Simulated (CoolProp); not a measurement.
Computed with CoolProp (reference Helmholtz-energy equation of state, Fiedler 2023).

Problem. Give the vapour pressure (MPa), liquid density (kg/m³), vapour density (kg/m³) of saturated tetrahydrofuran at 325.6 K.

Solution. 
```csv
T (K),p (MPa),liquid density (kg/m³),vapour density (kg/m³)
325.6,0.0641,851,1.74
```
